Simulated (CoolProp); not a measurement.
Methanol at 298.15 K and 0.0143 MPa is throttled through a valve to 0.000957 MPa with no heat exchange. Each further row changes one setting.

Values from CoolProp's reference Helmholtz-energy equation of state, de Reuck 1993.

| case | temperature change (K) | final density (kg/m³) |
|---|---|---|
| as stated | ___ | ___ |
| outlet pressure 0.000287 MPa | -9.7 | 0.00384 |
| outlet pressure 0.00124 MPa | -9.3 | ___ |

Question: Complete the blanks.

Answer: 
- as stated, temperature change (K): -9.4
- as stated, final density (kg/m³): 0.0128
- outlet pressure 0.00124 MPa, final density (kg/m³): 0.0166
